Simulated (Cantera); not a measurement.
Cantera run:

```python
import numpy as np
import cantera as ct

gas_names = [...]  # 77 gases of nasa_gas.yaml made of C, H, Ti
cond_names = """
    C(gr) C6H6(L) C7H8(L) C8H18(L),n-octa Ti(a) Ti(b) Ti(L) TiC(s) TiC(L)
""".split()


# ... load() reads the species with a 1 bar reference pressure and builds the phases ...
atoms = {
    'Ti': {'Ti': 1},
    'CH4': {'C': 1, 'H': 4},
}
top_T = {'C(gr)': 4500}  # K; cautious upper limits of use, not melting points


# ... equilibrate(T, P, feed) seeds the gas with the atoms and calls Mixture.equilibrate('TP', solver="vcs", rtol=1e-11, max_steps=5000) ...
results = []
feed = {'Ti': 1, 'CH4': 0.15}  # mol
P = 10000  # Pa
for T in [1023, 1173, 1323, 1473, 1623, 1773, 1923, 2073, 2223]:
    mix = equilibrate(T, P, feed)
    results.append((T, P, feed, dict(zip(mix.species_names, mix.species_moles))))

top = {s: max(r[3][s] / sum(r[3][g] for g in gas_names) for r in results) for s in gas_names}
cols = sorted((s for s in top if top[s] > 1e-05), key=lambda s: -top[s])[:8]
seen = [c for c in cond_names if any(r[3].get(c, 0) > 1e-12 for r in results)]
print("log10 of partial pressures in bar; condensed amounts in mol")
print(f"{'T/K':>10s}" + "".join(f"{s[:9]:>10s}" for s in cols + seen))
for T, P, feed, n in results:
    ng = sum(n[g] for g in gas_names)
    print(f"{T:10.4g}" + "".join(f"{np.log10(max(n[s] / ng * P / 1e5, 1e-99)):10.3f}" for s in cols)
          + "".join(f"{n.get(c, 0):10.4g}" for c in seen))
```

Output:

```
log10 of partial pressures in bar; condensed amounts in mol
       T/K        H2         H        Ti     Ti(a)     Ti(b)     Ti(L)    TiC(s)
      1023    -1.000    -8.883   -16.495      0.85         0         0      0.15
      1173    -1.000    -7.428   -13.445         0      0.85         0      0.15
      1323    -1.000    -6.300   -11.113         0      0.85         0      0.15
      1473    -1.000    -5.398    -9.261         0      0.85         0      0.15
      1623    -1.000    -4.660    -7.757         0      0.85         0      0.15
      1773    -1.000    -4.046    -6.512         0      0.85         0      0.15
      1923    -1.001    -3.527    -5.466         0      0.85         0      0.15
      2073    -1.004    -3.082    -4.601         0         0    0.8499      0.15
      2223    -1.009    -2.698    -3.862         0         0    0.8496      0.15
```

Equilibrium computed with Cantera from the NASA thermochemical tables; the gas is ideal and each condensed phase is pure. Mutual solubility and eutectic melting of coexisting phases are not modelled. TiC: taken at fixed stoichiometry. Condensed phases not in the tables: N, O or C dissolved in the metal.
